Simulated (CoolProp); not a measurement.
A Linde-Hampson liquefier for CF4 (R14): isothermal reversible compression at 290 K from 1 atm to 5 MPa, throttling to 1 atm, return gas leaving the recuperator 2 K below the feed. Each further row changes one setting.

Model: reference Helmholtz-energy equation of state, Platzer 1990, in CoolProp. This equation is an older, rougher fit; its heat capacities, sound speeds and derivatives of the liquid may be far off and weren't checked against measurements.

```json
[
 {"case": "as stated", "liquid yield per pass": "0.095", "compression work (kJ/kg of gas)": "101"},
 {"case": "high pressure 10 MPa", "liquid yield per pass": "0.208", "compression work (kJ/kg of gas)": "115"},
 {"case": "warm-end temperature 320 K", "liquid yield per pass": "0.066", "compression work (kJ/kg of gas)": "114"},
 {"case": "warm-end gap 7 K", "liquid yield per pass": "0.080", "compression work (kJ/kg of gas)": "101"}
]
```
